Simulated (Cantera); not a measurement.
Ignition delay

Mixture: 8.90 % CH4, 0.980 % CO, 14.1 % O2, 76.0 % N2, equivalence ratio 1.3, at 10.0 bar, adiabatic and at constant pressure. Ignition delay is the time to a rise of 400 K.

Cantera simulation using GRI-Mech 3.0 (53 species, 325 reactions); the numbers are that mechanism's predictions, not measurements.

```csv
T0 (K),delay (ms)
1075,51.0
1125,24.4
1175,12.3
1225,6.49
1275,3.54
1325,1.99
```

```yaml
apparent activation energy between 1225 and 1325 K: 160 kJ/mol
```
